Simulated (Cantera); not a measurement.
Charge: 1 mol SiH4, 0.26 mol H2O, 0.2 mol H2, equilibrated at 1000 Pa.

These are equilibrium values from Cantera (NASA tables, ideal gas, pure condensed phases), not measurements of a reactor. Candidate condensed phases: H2O, Si, SiO2; 18 gas species. Mutual solubility and eutectic melting of coexisting phases are not modelled. The tables hold silica as quartz up to 1696 K and as liquid above; real silica turns to tridymite and cristobalite and melts near 1996 K. The numbers say what is thermodynamically allowed, not how fast it happens.

Question: At 1300 K, list the 3 most abundant gas species with their mole fractions, and the condensed phases.

Answer: H2 0.999, SiO 0.000761, H 1.11e-5. Condensed: Si(s) + SiO2(β-quartz).
